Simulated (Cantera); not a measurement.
# Transport properties of process gases

Gas mixture: 35.5 % H2O, 64.5 % CH3OH, at 1.18 atm, frozen composition.

Cantera's kinetic-theory transport with the Lennard-Jones parameters of GRI-Mech 3.0, ideal gas; thermal conductivity in the multicomponent form. Polar gases are described roughly by these parameters. The composition is frozen, though it would react at the higher temperatures.

| T (K) | ρ (kg/m³) | cp (J/kg/K) | μ (µPa s) | λ (mW/m/K) | Pr | D (cm²/s) H2O | D (cm²/s) H2 | D (cm²/s) NH3 |
|---|---|---|---|---|---|---|---|---|
| 400 | 0.977 | 1674 | 13.4 | 31.9 | 0.705 | 0.230 | 0.988 | 0.244 |
| 500 | 0.781 | 1881 | 16.9 | 44.6 | 0.712 | 0.361 | 1.46 | 0.383 |
| 600 | 0.651 | 2081 | 20.3 | 58.7 | 0.719 | 0.518 | 2.01 | 0.550 |
| 700 | 0.558 | 2259 | 23.6 | 73.5 | 0.725 | 0.700 | 2.62 | 0.743 |
| 800 | 0.488 | 2410 | 26.8 | 88.5 | 0.730 | 0.905 | 3.29 | 0.960 |
| 900 | 0.434 | 2543 | 29.8 | 104 | 0.733 | 1.13 | 4.01 | 1.20 |
| 1000 | 0.391 | 2679 | 32.8 | 119 | 0.736 | 1.38 | 4.80 | 1.46 |
| 1100 | 0.355 | 2790 | 35.6 | 135 | 0.739 | 1.64 | 5.63 | 1.74 |
D: mixture-averaged diffusion coefficient of that species in the mixture.
